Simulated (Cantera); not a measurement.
Input (Python, Cantera) and output of one run.

```python
import numpy as np
import cantera as ct

gas_names = [...]  # 118 gases of nasa_gas.yaml made of C, Cl, F, H
cond_names = """
    C(gr) C6H6(L) C7H8(L) C8H18(L),n-octa
""".split()


# ... load() reads the species with a 1 bar reference pressure and builds the phases ...
atoms = {
    'CH2F2': {'C': 1, 'H': 2, 'F': 2},
    'HCl': {'H': 1, 'CL': 1},
}
top_T = {'C(gr)': 4500}  # K; cautious upper limits of use, not melting points


# ... equilibrate(T, P, feed) seeds the gas with the atoms and calls Mixture.equilibrate('TP', solver="vcs", rtol=1e-11, max_steps=5000) ...
results = []
feed = {'CH2F2': 1, 'HCl': 0.03}  # mol
T = 2200  # K
P = 170  # Pa
mix = equilibrate(T, P, feed)
results.append((T, P, feed, dict(zip(mix.species_names, mix.species_moles))))
x = sorted(zip(gas.X, gas.species_names), reverse=True)
print(f"T = {T:g} K  P = {P:g} Pa  gas = {mix.phase_moles(0):.4g} mol")
print("   x: " + "  ".join(f"{s} {v:.3e}" for v, s in x if v > 0.0001))
print("   condensed (mol): " + ("  ".join(f"{mix.phase(i).name} {mix.phase_moles(i):.4g}"
      for i in range(1, mix.n_phases) if mix.phase_moles(i) > 1e-12) or "none"))
```

Result:

```
T = 2200 K  P = 170 Pa  gas = 2.049 mol
   x: HF 9.736e-01  CL 9.706e-03  H 6.901e-03  HCL 4.933e-03  H2 2.552e-03  F 2.266e-03
   condensed (mol): C(gr) 0.9999
```

Method: chemical equilibrium by Gibbs-energy minimisation in Cantera with the NASA 1993 tables (ideal gas, pure condensed phases).
